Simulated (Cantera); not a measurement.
Standard-state values (1 bar) from the NASA 1993 polynomials, evaluated with Cantera. Values are per mole of reaction as written; species without (g) are pure solids or liquids, kept so even where they would boil at 1 bar.

Between 300 and 1323 K, where is each reaction favourable under standard conditions?
- CaBr2 + H2(g) = 2 HBr(g) + Ca


- CaBr2 + H2(g) = 2 HBr(g) + Ca: ΔG° is 557 kJ at 300 K and 400 kJ at 1323 K; it stays positive (K < 1). ΔH° is 563 kJ and ΔS° 124 J/K at 1323 K.
